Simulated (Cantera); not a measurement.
# Abatement and gas-phase synthesis: S + H2 + O2

Feed: 1 mol S, 0.19 mol H2, a varied amount of O2, held at 2625 K and 100 Torr.

Cantera equilibrium calculation (NASA polynomials, part measured and part estimated; ideal gas, pure solids and liquids). Candidate condensed phases: H2O, H2SO4, S; 19 gas species. Rates play no part.

```tsv
n(O2) (mol)	x O2	x SO2	x H2O	x SO	x O	x OH	x H	x H2
1.2	0.0985	0.656	0.107	0.0636	0.0224	0.0297	0.0115	0.00985
1.6	0.276	0.529	0.0812	0.0306	0.0375	0.0335	0.00779	0.00449
2.1	0.418	0.414	0.0607	0.0195	0.0461	0.0321	0.00607	0.00272
2.9	0.551	0.306	0.0422	0.0126	0.0530	0.0287	0.00472	0.00165
3.8	0.636	0.237	0.0309	0.00902	0.0569	0.0254	0.00390	0.00112
5.1	0.708	0.178	0.0217	0.00643	0.0600	0.0219	0.00318	0.000749
6.9	0.764	0.132	0.0150	0.00461	0.0624	0.0186	0.00259	0.000497
```
x: gas mole fraction; nothing condenses.

From 1.2 mol O2 to 6.9 mol O2 nothing is condensed.
